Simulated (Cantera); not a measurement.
What does this Cantera script print?

```python
import numpy as np
import cantera as ct

gas = ct.Solution("h2o2.yaml")
gas.TPX = 1273, 1300, {'H2': 0.087, 'O2': 1}
reactor = ct.IdealGasConstPressureReactor(gas, energy="off", clone=False)
net = ct.ReactorNet([reactor])
net.rtol, net.atol = 1e-08, 1e-18
show = ['H2', 'O2', 'H', 'HO2', 'O']
times = np.geomspace(1e-05, 2, 9)

steps = ct.SolutionArray(gas, extra=["t"])
rows = []
print(f"{'t/s':>10s}{'T/K':>9s}{'P/Pa':>11s}" + "".join(f"{s:>11s}" for s in show))
for t in times:
    while net.time < t:
        t_next = net.step()
        steps.append(gas.state, t=t_next)
    rows.append([np.interp(t, steps.t, y) for y in (steps.T, steps.P, *steps(*show).X.T)])
    print(f"{t:10.3e}{rows[-1][0]:9.1f}{rows[-1][1]:11.4g}" + "".join(f"{x:11.3e}" for x in rows[-1][2:]))
rate = np.gradient(steps.T, steps.t)
print("integrator steps:", len(steps.t))
if steps.T.max() > steps.T[0] + 200:
    print(f"time of steepest temperature rise: {steps.t[rate.argmax()]:.4e} s")
gas.TPX = 1273, 1300, {'H2': 0.087, 'O2': 1}
gas.equilibrate("TP")
print(f"equilibrium (TP): T = {gas.T:.1f} K  " + "  ".join(f"{s} {gas[s].X[0]:.3e}" for s in show))
```

It prints:

```
       t/s      T/K       P/Pa         H2         O2          H        HO2          O
 1.000e-05   1273.0       1300  8.004e-02  9.200e-01  2.132e-09  2.422e-09  3.179e-10
 4.599e-05   1273.0       1300  8.004e-02  9.200e-01  8.028e-09  1.114e-08  5.119e-09
 2.115e-04   1273.0       1300  8.004e-02  9.200e-01  7.987e-08  5.139e-08  1.135e-07
 9.725e-04   1273.0       1300  7.834e-02  9.187e-01  4.759e-04  1.415e-06  7.282e-04
 4.472e-03   1273.0       1300  1.859e-03  8.635e-01  1.405e-02  3.872e-06  4.608e-02
 2.057e-02   1273.0       1300  1.256e-03  8.828e-01  7.289e-03  3.635e-06  2.946e-02
 9.457e-02   1273.0       1300  2.912e-04  9.089e-01  7.551e-04  2.203e-06  6.451e-03
 4.349e-01   1273.0       1300  2.114e-05  9.159e-01  1.461e-05  4.419e-07  4.640e-04
 2.000e+00   1273.0       1300  1.645e-06  9.165e-01  3.199e-07  5.618e-08  3.627e-05
integrator steps: 1609
equilibrium (TP): T = 1273.0 K  H2 4.090e-08  O2 9.166e-01  H 1.273e-09  HO2 2.684e-08  O 9.090e-07
```

Model: the H2/O2 subset of GRI-Mech 3.0, which has no nitrogen chemistry, integrated in Cantera. Radical loss at walls, strong at low pressure, is not modelled. The temperature is held fixed by assumption; the heat of reaction is taken as removed at once.
